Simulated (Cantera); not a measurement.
An isothermal, constant-pressure homogeneous reactor starts with CH4 : H2O = 1 : 0.75 (molar parts), at 1548 K and 0.365 atm.

Model: GRI-Mech 3.0 (53 species, 325 reactions), integrated in Cantera. GRI-Mech 3.0 stops at C3 and has no aromatics, soot or wall deposition, so with more carbon than oxygen in the feed, carbon stays in small species such as C2H2 where larger ones or solid carbon would form.

Q: Predict: x(CH4) at 20.0 s; x(H2O) at 20.0 s; x(CO) at 20.0 s; x(OH) at 20.0 s; x(H) at 20.0 s.

A: 
```
Property                                             Value
----------------  ----------------------------------------
x(CH4) at 20.0 s     0.0311 (gas-phase equilibrium 0.0192)
x(H2O) at 20.0 s    0.0734 (gas-phase equilibrium 1.53e-6)
x(CO) at 20.0 s        0.153 (gas-phase equilibrium 0.219)
x(OH) at 20.0 s   1.51e-7 (gas-phase equilibrium 3.04e-12)
x(H) at 20.0 s     4.15e-5 (gas-phase equilibrium 4.37e-5)
```
